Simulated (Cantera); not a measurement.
Input (Python, Cantera) and output of one run.

```python
import numpy as np
import cantera as ct

gas_names = """
    AL ALC ALH ALN ALO ALOH ALO2 ALO2H AL2 AL2O AL2O2 C CH CH2 CH3 CH2OH CH3O CH4 CH3OH CN CO CO2 COOH
    C2 C2H CHCO,ketyl C2H2,acetylene C2H2,vinylidene CH2CO,ketene C2H3,vinyl CH3CN CH3CO,acetyl C2H4
    C2H4O,ethylen CH3CHO,ethanal CH3COOH (HCOOH)2 C2H5 C2H6 CH3OCH3 C2H5OH CCN CNC C2N2 C2O C3
    C3H3,propargyl C3H4,allene C3H4,propyne C3H4,cyclo- C3H5,allyl C3H6,propylene C3H6,cyclo- C3H6O
    C3H7,n-propyl C3H7,i-propyl C3H8 C3H8O,1propanol C3H8O,2propanol C3O2 C4 C4H2 C4H4,1,3-cyclo-
    C4H6,butadiene C4H6,2-butyne C4H6,cyclo- C4H8,1-butene C4H8,cis2-buten C4H8,tr2-butene
    C4H8,isobutene C4H8,cyclo- (CH3COOH)2 C4H9,n-butyl C4H9,i-butyl C4H9,s-butyl C4H9,t-butyl
    C4H10,isobutane C4H10,n-butane C4N2 C5 C5H6,1,3cyclo- C5H8,cyclo- C5H10,1-pentene C5H10,cyclo-
    C5H11,pentyl C5H11,t-pentyl C5H12,n-pentane C5H12,i-pentane CH3C(CH3)2CH3 C6H2 C6H5,phenyl
    C6H5O,phenoxy C6H6 C6H5OH,phenol C6H10,cyclo- C6H12,1-hexene C6H12,cyclo- C6H13,n-hexyl C7H7,benzyl
    C7H8 C7H8O,cresol C7H14,1-heptene C7H15,n-heptyl C7H16,n-heptane C8H8,styrene C8H10,ethylbenz
    C8H16,1-octene C8H17,n-octyl C8H18,isooctane C8H18,n-octane C9H19,n-nonyl C10H8,naphthale
    C10H21,n-decyl C12H9,o-bipheny C12H10,bipheny H HALO HCN HCO HCCN HNC HNCO HNO HNO2 HNO3 HO2 H2
    HCHO,formaldehy HCOOH H2O H2O2 N NCO NH NH2 NH3 NH2OH NO NO2 NO3 N2 N2H2 N2H4 N2O O OH O2 O3
""".split()
cond_names = """
    AL(cr) AL(L) ALN(s) AL2O3(a) AL2O3(L) C(gr) C6H6(L) C7H8(L) C8H18(L),n-octa H2O(s) H2O(L)
""".split()


def load(file, names, dense=False):
    # The tables refer to 1 bar. Condensed volumes are neglected.
    table = {s.name: s for s in ct.Species.list_from_file(file)}
    out = []
    for n in names:
        d = dict(table[n].input_data)
        d["thermo"] = dict(d["thermo"], **{"reference-pressure": 1e5})
        if dense:
            d["equation-of-state"] = {"model": "constant-volume", "density": "1e6 g/cm^3"}
        out.append(ct.Species.from_dict(d))
    return out


gas = ct.Solution(thermo="ideal-gas", species=load("nasa_gas.yaml", gas_names))
cond = {s.name: ct.Solution(thermo="fixed-stoichiometry", species=[s], name=s.name)
        for s in load("nasa_condensed.yaml", cond_names, dense=True)}
atoms = {
    'Al(CH3)3': {'AL': 1, 'C': 3, 'H': 9},
    'N2O': {'N': 2, 'O': 1},
    'N2': {'N': 2},
}
top_T = {'ALN(s)': 2750, 'C(gr)': 4500}  # K; cautious upper limits of use, not melting points


def equilibrate(T, P, feed):
    n = {}
    for name, mol in feed.items():
        for a, k in atoms[name].items():
            n[a] = n.get(a, 0.0) + k * mol
    gas.TPX = T, P, n
    mass = sum(n.values()) * gas.mean_molecular_weight
    gas.equilibrate("TP")
    valid = [c for c in cond.values() if c.min_temp <= T <= top_T.get(c.name, c.max_temp)]
    mix = ct.Mixture([(gas, mass / gas.mean_molecular_weight)] + [(c, 0.0) for c in valid])
    mix.T, mix.P = T, P
    mix.equilibrate("TP", solver="vcs", rtol=1e-11, max_steps=5000)
    return mix


results = []
T = 1648  # K
P = 71  # Pa
for m in [15, 19, 25, 33, 42, 55, 71, 92, 120, 150]:
    feed = {'Al(CH3)3': 1, 'N2O': 11, 'N2': m}  # mol
    mix = equilibrate(T, P, feed)
    results.append((T, P, feed, dict(zip(mix.species_names, mix.species_moles))))

top = {s: max(r[3][s] / sum(r[3][g] for g in gas_names) for r in results) for s in gas_names}
cols = sorted((s for s in top if top[s] > 1e-06), key=lambda s: -top[s])[:8]
seen = [c for c in cond_names if any(r[3].get(c, 0) > 1e-12 for r in results)]
print("log10 of partial pressures in bar; condensed amounts in mol")
print(f"{'n(N2)':>10s}" + "".join(f"{s[:9]:>10s}" for s in cols + seen))
for T, P, feed, n in results:
    ng = sum(n[g] for g in gas_names)
    print(f"{feed['N2']:10.4g}" + "".join(f"{np.log10(max(n[s] / ng * P / 1e5, 1e-99)):10.3f}" for s in cols)
          + "".join(f"{n.get(c, 0):10.4g}" for c in seen))
```

Result:

```
log10 of partial pressures in bar; condensed amounts in mol
     n(N2)        N2       H2O       CO2        CO        H2         H        OH        NO  AL2O3(a)
        15    -3.259    -4.057    -4.302    -4.864    -5.125    -6.613    -6.893    -7.738       0.5
        19    -3.246    -4.106    -4.351    -4.913    -5.174    -6.637    -6.917    -7.731       0.5
        25    -3.231    -4.171    -4.416    -4.977    -5.238    -6.669    -6.950    -7.724       0.5
        33    -3.217    -4.244    -4.489    -5.050    -5.311    -6.706    -6.986    -7.717       0.5
        42    -3.206    -4.314    -4.559    -5.120    -5.381    -6.741    -7.022    -7.712       0.5
        55    -3.196    -4.399    -4.644    -5.204    -5.465    -6.783    -7.064    -7.707       0.5
        71    -3.187    -4.485    -4.729    -5.289    -5.550    -6.826    -7.107    -7.703       0.5
        92    -3.179    -4.576    -4.821    -5.380    -5.641    -6.871    -7.154    -7.700       0.5
       120    -3.173    -4.675    -4.919    -5.477    -5.739    -6.920    -7.203    -7.698       0.5
       150    -3.169    -4.760    -5.005    -5.562    -5.823    -6.962    -7.246    -7.697       0.5
```

These are equilibrium values from Cantera (NASA tables, ideal gas, pure condensed phases), not measurements of a reactor. The feed counts by its element totals alone.
